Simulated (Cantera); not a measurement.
# Thermodynamics of fluorocarbon and chlorocarbon gases, feed CCl4 + F2 + H2

Feed: 1 mol CCl4, 0.069 mol F2, 14 mol H2, equilibrated at 100 Torr.

Cantera equilibrium calculation (NASA polynomials, part measured and part estimated; ideal gas, pure solids and liquids). Candidate condensed phases: C, C6H6, C7H8, C8H18; 118 gas species. Equilibrium is a limit: real reactors are often held back by kinetics, nucleation or transport.

From 2548 K to 2848 K the condensed part is C(graphite). From 2898 K to 3148 K nothing is condensed. The main C-bearing gas is C2H2 (acetylene) throughout.

```json
[
 {"T (K)": "2548", "x H2": "0.675", "x H": "0.0696", "x HCl": "0.222", "x Cl": "0.0161", "x C2H2 (acetylene)": "0.00890", "x HF": "0.00822", "x C2H": "7.28e-5", "x C3": "7.75e-6", "n C(graphite)": "0.693"},
 {"T (K)": "2598", "x H2": "0.660", "x H": "0.0847", "x HCl": "0.216", "x Cl": "0.0195", "x C2H2 (acetylene)": "0.0106", "x HF": "0.00814", "x C2H": "0.000120", "x C3": "1.61e-5", "n C(graphite)": "0.627"},
 {"T (K)": "2648", "x H2": "0.644", "x H": "0.102", "x HCl": "0.210", "x Cl": "0.0233", "x C2H2 (acetylene)": "0.0125", "x HF": "0.00804", "x C2H": "0.000192", "x C3": "3.26e-5", "n C(graphite)": "0.551"},
 {"T (K)": "2698", "x H2": "0.625", "x H": "0.122", "x HCl": "0.203", "x Cl": "0.0275", "x C2H2 (acetylene)": "0.0146", "x HF": "0.00794", "x C2H": "0.000302", "x C3": "6.43e-5", "n C(graphite)": "0.464"},
 {"T (K)": "2748", "x H2": "0.603", "x H": "0.144", "x HCl": "0.194", "x Cl": "0.0323", "x C2H2 (acetylene)": "0.0169", "x HF": "0.00782", "x C2H": "0.000466", "x C3": "0.000123", "n C(graphite)": "0.362"},
 {"T (K)": "2798", "x H2": "0.579", "x H": "0.169", "x HCl": "0.185", "x Cl": "0.0374", "x C2H2 (acetylene)": "0.0192", "x HF": "0.00768", "x C2H": "0.000706", "x C3": "0.000231", "n C(graphite)": "0.246"},
 {"T (K)": "2848", "x H2": "0.553", "x H": "0.197", "x HCl": "0.176", "x Cl": "0.0430", "x C2H2 (acetylene)": "0.0216", "x HF": "0.00754", "x C2H": "0.00105", "x C3": "0.000423", "n C(graphite)": "0.111"},
 {"T (K)": "2898", "x H2": "0.526", "x H": "0.227", "x HCl": "0.165", "x Cl": "0.0488", "x C2H2 (acetylene)": "0.0230", "x HF": "0.00737", "x C2H": "0.00146", "x C3": "0.000708", "n C(graphite)": "0"},
 {"T (K)": "2948", "x H2": "0.499", "x H": "0.260", "x HCl": "0.154", "x Cl": "0.0549", "x C2H2 (acetylene)": "0.0216", "x HF": "0.00720", "x C2H": "0.00179", "x C3": "0.000974", "n C(graphite)": "0"},
 {"T (K)": "2998", "x H2": "0.470", "x H": "0.295", "x HCl": "0.143", "x Cl": "0.0610", "x C2H2 (acetylene)": "0.0200", "x HF": "0.00701", "x C2H": "0.00215", "x C3": "0.00131", "n C(graphite)": "0"},
 {"T (K)": "3048", "x H2": "0.440", "x H": "0.331", "x HCl": "0.131", "x Cl": "0.0671", "x C2H2 (acetylene)": "0.0183", "x HF": "0.00681", "x C2H": "0.00253", "x C3": "0.00172", "n C(graphite)": "0"},
 {"T (K)": "3098", "x H2": "0.408", "x H": "0.370", "x HCl": "0.119", "x Cl": "0.0732", "x C2H2 (acetylene)": "0.0163", "x HF": "0.00660", "x C2H": "0.00291", "x C3": "0.00220", "n C(graphite)": "0"},
 {"T (K)": "3148", "x H2": "0.376", "x H": "0.409", "x HCl": "0.108", "x Cl": "0.0790", "x C2H2 (acetylene)": "0.0143", "x HF": "0.00638", "x C2H": "0.00327", "x C3": "0.00272", "n C(graphite)": "0"}
]
```
x: gas mole fraction; n: condensed amount in mol.
